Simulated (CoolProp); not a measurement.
Properties of R1233zd(E) along the isobar 4.92 MPa (Tc = 438.9 K, pc = 3.583 MPa, ω = 0.304).

Values from CoolProp's reference Helmholtz-energy equation of state, Akasaka 2022.

| T (K) | phase | density (kg/m³) | Joule-Thomson coefficient (K/MPa) | isothermal compressibility (1/MPa) | expansivity (1/kK) | fugacity coefficient |
|---|---|---|---|---|---|---|
| 214.4 | liquid | 1454 | -0.4685 | 0.0008958 | 1.385 | 0.0004016 |
| 220.1 | liquid | 1443 | -0.4605 | 0.0009436 | 1.402 | 0.0006156 |
| 225.8 | liquid | 1431 | -0.4522 | 0.0009948 | 1.421 | 0.0009195 |
| 231.5 | liquid | 1420 | -0.4437 | 0.001050 | 1.440 | 0.001341 |
| 237.1 | liquid | ? | -0.4351 | 0.001108 | 1.461 | 0.001901 |
| 242.8 | liquid | 1396 | -0.4260 | 0.001171 | 1.483 | 0.002658 |
| 248.5 | liquid | 1384 | -0.4165 | 0.001239 | ? | ? |
| 254.2 | liquid | 1373 | -0.4066 | ? | 1.530 | 0.004917 |
| 259.9 | liquid | ? | -0.3963 | 0.001391 | 1.557 | 0.006523 |
| 265.6 | liquid | 1348 | ? | 0.001477 | 1.584 | 0.008523 |
| 271.2 | liquid | 1336 | ? | 0.001568 | 1.614 | 0.01093 |
| 276.9 | liquid | 1324 | ? | 0.001668 | 1.646 | 0.01391 |
| 282.6 | liquid | 1312 | -0.3502 | 0.001777 | 1.680 | 0.01747 |
| 288.3 | liquid | 1299 | -0.3370 | 0.001896 | 1.716 | 0.02170 |

**Question.** Some entries are withheld; supply them.

**Answer.** 
- 237.1, density (kg/m³): 1408
- 248.5, expansivity (1/kK): 1.506
- 248.5, fugacity coefficient: 0.003647
- 254.2, isothermal compressibility (1/MPa): 0.001312
- 259.9, density (kg/m³): 1360
- 265.6, Joule-Thomson coefficient (K/MPa): -0.3856
- 271.2, Joule-Thomson coefficient (K/MPa): -0.3745
- 276.9, Joule-Thomson coefficient (K/MPa): -0.3627
